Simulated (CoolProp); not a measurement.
A Linde-Hampson liquefier for ethane: isothermal reversible compression at 320 K from 1 atm to 40 MPa, throttling to 1 atm, return gas leaving the recuperator 2 K below the feed. Each further row changes one setting.

Values from CoolProp's reference Helmholtz-energy equation of state, Bücker 2006.

```
case                        liquid yield per pass  compression work (kJ/kg of gas)
--------------------------  ---------------------  -------------------------------
as stated                                   0.458                              414
high pressure 80 MPa                          [?]                              [?]
warm-end temperature 350 K                    [?]                              482
warm-end gap 7 K                            0.451                              414
```

Question: Some entries are withheld; supply them.

Answer: 
- high pressure 80 MPa, liquid yield per pass: 0.407
- high pressure 80 MPa, compression work (kJ/kg of gas): 499
- warm-end temperature 350 K, liquid yield per pass: 0.389
